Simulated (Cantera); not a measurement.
An isothermal, constant-pressure homogeneous reactor starts with NH3 : N2 = 1 : 6.3 (molar parts), at 2398 K and 0.138 atm.

Detailed kinetics in Cantera: the gas-phase N/H chemistry of the illustrative SiF4/NH3 mechanism in the Surface Chemkin manual (1991). Walls and surfaces, which speed up NH3 decomposition in real reactors, are not modelled.

One state of this run: x NH3 = 0.128; x NH2 = 0.00254; x H2 = 0.00896; x N2H4 = 2.89e-8; x N2 = 0.860. x: mole fraction; the columns are a selection and need not sum to one.

Problem. Which value of t (s) does it belong to?
A) 0.793
B) 0.000502
C) 0.0200
D) 1.99

Solution. B, 0.000502
